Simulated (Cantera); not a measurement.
Gas mixture: NO = 0.3 (molar parts), at 0.132 atm, frozen composition.

Cantera's kinetic-theory transport with the Lennard-Jones parameters of GRI-Mech 3.0, ideal gas; thermal conductivity in the multicomponent form. The composition is frozen, though it would react at the higher temperatures.

One state of this run: ρ (kg/m³) = 0.0481; cp (J/kg/K) = 1133; μ (µPa s) = 42.9; λ (mW/m/K) = 68.8; Pr = 0.707; D (cm²/s) CO2 = 9.69; D (cm²/s) H2 = 44.4; D (cm²/s) H2O = 15.6. D: mixture-averaged diffusion coefficient of that species in the mixture.

Task: Which value of T (K) does it belong to?
(A) 1150
(B) 1000
(C) 550
(D) 400

Result: B, 1000
